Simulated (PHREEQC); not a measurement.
0.036 g of hydrous ferric oxide (600 m²/g; 0.2 weak and 0.005 strong sites per Fe, Dzombak-Morel constants, diffuse double layer) in 1 kg of water with 0.005 mol/kgw of an inert sodium salt and 2.1e-07 mol/kgw CaCl2 and 1.3e-05 mol/kgw Na2HAsO4, at 25 °C; the pH is set by adding NaOH or the inert anion's acid. O2 is buffered at 0.21 atm. The system is closed to CO2. No solid was allowed to form.

The numbers come from PHREEQC with the ion-association model, wateq4f.dat.

| pH | Ca sorbed (%) | As sorbed (%) | surface charge σ (C/m²) | surface potential ψ (mV) |
|---|---|---|---|---|
| 3 | 0.0 | 100.0 | 0.231 | 201 |
| 3.38 | 0.0 | 100.0 | 0.196 | 196 |
| 3.75 | 0.0 | 100.0 | 0.159 | 186 |
| 4.12 | 0.0 | 100.0 | 0.123 | 173 |
| 4.5 | 0.0 | 100.0 | 0.090 | 158 |
| 4.88 | 0.0 | 100.0 | 0.064 | 140 |
| 5.25 | 0.0 | 100.0 | 0.044 | 122 |
| 5.62 | 0.0 | 100.0 | 0.030 | 103 |
| 6 | 0.0 | 100.0 | 0.020 | 82 |
| 6.38 | 0.1 | 100.0 | 0.012 | 61 |
| 6.75 | 0.4 | 99.9 | 0.007 | 40 |
| 7.12 | 1.8 | 99.7 | 0.003 | 19 |
| 7.5 | 9.2 | 98.7 | 0.000 | -3 |
| 7.88 | 33.9 | 94.9 | -0.004 | -24 |
| 8.25 | 68.2 | 84.4 | -0.008 | -42 |
| 8.62 | 88.4 | 67.2 | -0.011 | -57 |
| 9 | 96.1 | 48.5 | -0.016 | -71 |

Complexes and solids missing from the database can't appear. The database has no arsenate complexes of Ca. The oxide is taken as insoluble; below pH 4 it would dissolve.
